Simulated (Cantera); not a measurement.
What does this Cantera script print?

```python
import numpy as np
import cantera as ct

gas = ct.Solution("gri30.yaml")
gas.TP = 300, 101325
flame = ct.CounterflowDiffusionFlame(gas, width=0.02)
flame.fuel_inlet.X, flame.fuel_inlet.T = {'CH4': 1, 'C2H6': 0.28}, 548
flame.oxidizer_inlet.X, flame.oxidizer_inlet.T = {'O2': 0.25, 'N2': 0.75}, 598
flame.set_refine_criteria(ratio=3, slope=0.12, curve=0.24, prune=0.03)
show = ['OH', 'H', 'NO', 'CO', 'C2H2']

rows = []
print(f"{'mdot':>8s}{'a_max':>10s}{'a_mean':>10s}{'Tmax/K':>9s}" + "".join(f"{s:>11s}" for s in show) + "   (peak mole fractions)")
for i, mdot in enumerate([0.25, 0.43, 0.74, 1.3, 2.2, 3.7, 6.3]):  # kg/m2/s on the oxidiser side
    flame.oxidizer_inlet.mdot, flame.fuel_inlet.mdot = mdot, 0.94 * mdot
    flame.solve(loglevel=0, auto=(i == 0))
    if flame.T.max() < max(548, 598) + 100:
        print(f"{mdot:8.3g}  no burning solution found from the previous one")
        break
    dT = np.abs(np.gradient(flame.T, flame.grid))
    rows.append([flame.strain_rate("max"), flame.strain_rate("mean"), flame.T.max(),
                 *(flame.X[gas.species_index(s)].max() for s in show), max(dT[0], dT[-1]) / dT.max()])
    print(f"{mdot:8.3g}{rows[-1][0]:10.1f}{rows[-1][1]:10.1f}{rows[-1][2]:9.1f}" + "".join(f"{x:11.3e}" for x in rows[-1][3:-1]))
```

Result:

```
    mdot     a_max    a_mean   Tmax/K         OH          H         NO         CO       C2H2   (peak mole fractions)
    0.25     240.3      48.8   2316.9  1.341e-02  6.297e-03  5.135e-04  8.453e-02  3.067e-02
    0.43     392.9      83.9   2283.9  1.334e-02  6.801e-03  4.346e-04  8.166e-02  2.897e-02
    0.74     647.2     144.4   2256.3  1.319e-02  7.317e-03  3.696e-04  7.941e-02  2.724e-02
     1.3    1091.6     253.7   2229.5  1.297e-02  7.863e-03  3.036e-04  7.779e-02  2.532e-02
     2.2    1777.2     429.4   2195.7  1.241e-02  8.193e-03  2.335e-04  7.640e-02  2.283e-02
     3.7    2869.6     722.1   2155.4  1.155e-02  8.277e-03  1.628e-04  7.579e-02  1.986e-02
     6.3    4669.6    1229.5   2098.5  1.013e-02  7.860e-03  9.211e-05  7.596e-02  1.559e-02
```

Cantera simulation using GRI-Mech 3.0 (53 species, 325 reactions); the numbers are that mechanism's predictions, not measurements. GRI-Mech 3.0 has no aromatics or soot, which form on the fuel side of real flames. The maximum strain rate includes the flame's own expansion and is several times the mean.
